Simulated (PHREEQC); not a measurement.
Solution (70 °C): 0.013 mol/kgw HBr and 0.26 mol/kgw KCl. Closed to the air; pH follows from the charge balance.

Equilibrium calculation in PHREEQC: ion-association model, phreeqc.dat.

Question: The ionic strength comes out as 0.273 mol/kgw. What activity coefficients do Cl-, Br-, H+, K+ get?

Answer: Cl- 0.67, Br- 0.64, H+ 0.77, K+ 0.67.

This is a speciation only: nothing precipitates in the calculation. Away from 25 °C the constants follow the database's enthalpies or fits; those with neither stay at their 25 °C values.
